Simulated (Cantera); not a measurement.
A closed system holds: 1 mol BCl₃, 0.54 mol NH₃, a varied amount of H₂, held at 1.20 Torr.

These are equilibrium values from Cantera (NASA tables, ideal gas, pure condensed phases), not measurements of a reactor. Candidate condensed phases: B, BN, NH₄Cl; 21 gas species. Mutual solubility and eutectic melting of coexisting phases are not modelled. The tables' values for BCl₂ are old estimates. Rates play no part.

Problem. What condenses at these points (T in °C, n(H₂) in mol): (1575, 4); (1625, 0.14); (1775, 9.2); (1600, 50); (1625, 9.2); (1550, 50); (1700, 120)?

Solution. 
```json
[
 {"T (°C)": "1575", "n(H₂) in mol": "4", "condensed phases": "BN", "B condensed (%)": "43.3"},
 {"T (°C)": "1625", "n(H₂) in mol": "0.14", "condensed phases": "BN", "B condensed (%)": "3.9"},
 {"T (°C)": "1775", "n(H₂) in mol": "9.2", "condensed phases": "gas only", "B condensed (%)": "0.0"},
 {"T (°C)": "1600", "n(H₂) in mol": "50", "condensed phases": "B", "B condensed (%)": "42.5"},
 {"T (°C)": "1625", "n(H₂) in mol": "9.2", "condensed phases": "B + BN", "B condensed (%)": "27.1"},
 {"T (°C)": "1550", "n(H₂) in mol": "50", "condensed phases": "B + BN", "B condensed (%)": "58.8"},
 {"T (°C)": "1700", "n(H₂) in mol": "120", "condensed phases": "gas only", "B condensed (%)": "0.0"}
]
```
